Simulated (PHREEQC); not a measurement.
0.01 mol of Clpyromorphite (Pb5(PO4)3Cl) is brought to equilibrium with 1 kg of water holding 10 mmol/kgw NaCl, at 25 °C, the pH being set by adding NaOH or HCl. Oxygen alone is held at its pressure in air (log pO2 = -0.68). The system is closed to CO2. Solids allowed: Clpyromorphite, Litharge, Cotunnite, Laurionite, Hxypyromorphite. Others were left out.

Equilibrium calculation in PHREEQC: ion-association model, wateq4f.dat.

```tsv
pH	dissolved Pb (mol/kgw)	dissolved P (mol/kgw)	dissolved Cl (mol/kgw)	H2PO4- (mol/kgw)	Pb+2 (mol/kgw)
5	3.65e-7	2.19e-7	0.0100	2.17e-7	2.88e-7
5.62	1.26e-7	7.59e-8	0.0100	7.33e-8	9.94e-8
6.25	4.48e-8	2.69e-8	0.0100	2.33e-8	3.46e-8
6.88	1.79e-8	1.08e-8	0.0100	6.53e-9	1.30e-8
7.5	9.58e-9	5.75e-9	0.0100	1.56e-9	5.56e-9
8.12	7.63e-9	4.58e-9	0.0100	3.74e-10	2.36e-9
8.75	9.24e-9	5.54e-9	0.0100	1.13e-10	8.47e-10
9.38	1.63e-8	9.79e-9	0.0100	4.76e-11	2.50e-10
10	4.25e-8	2.55e-8	0.0100	2.97e-11	6.00e-11
```

H3PO4, which wateq4f.dat lacks, is added to it with the constant of phreeqc.dat. The database has no phosphate complexes of Pb.
